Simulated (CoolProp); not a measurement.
Saturation properties of R124 (Tc = 122.3 °C, pc = 3624 kPa, ω = 0.288).

Model: reference Helmholtz-energy equation of state, de Vries 1995, in CoolProp.

| T (°C) | p (kPa) | liquid density (kg/m³) | vapour density (kg/m³) | enthalpy of vaporisation (kJ/kg) | liquid cp (kJ/(kg K)) | liquid viscosity (µPa s) |
|---|---|---|---|---|---|---|
| -89.25 | 0.7252 | 1687 | 0.06480 | 198.9 | 0.9632 | 1560 |
| -84.85 | 1.097 | 1675 | 0.09575 | 197.1 | 0.9675 | 1390 |
| -80.45 | 1.622 | 1664 | 0.1384 | 195.3 | 0.9720 | 1260 |
| -76.15 | 2.330 | 1652 | 0.1947 | 193.5 | 0.9766 | 1140 |
| -71.75 | 3.312 | 1641 | 0.2709 | 191.7 | 0.9813 | 1040 |
| -67.35 | 4.625 | 1629 | 0.3706 | 189.9 | 0.9863 | 952 |
| -62.95 | 6.351 | 1617 | 0.4989 | 188.0 | 0.9914 | 875 |
| -58.55 | 8.588 | 1605 | 0.6617 | 186.2 | 0.9966 | 807 |
| -54.15 | 11.45 | 1593 | 0.8657 | 184.4 | 1.002 | 746 |
| -49.75 | 15.05 | 1581 | 1.118 | 182.5 | 1.008 | 693 |
| -45.35 | 19.54 | 1569 | 1.427 | 180.7 | 1.013 | 644 |
| -40.95 | 25.08 | 1557 | 1.801 | 178.8 | 1.019 | 601 |

It boils at -12.0 °C under 1 atm.

Viscosity comes from a separate model (Bell 2016), an estimate that may be off by 10 % or more.
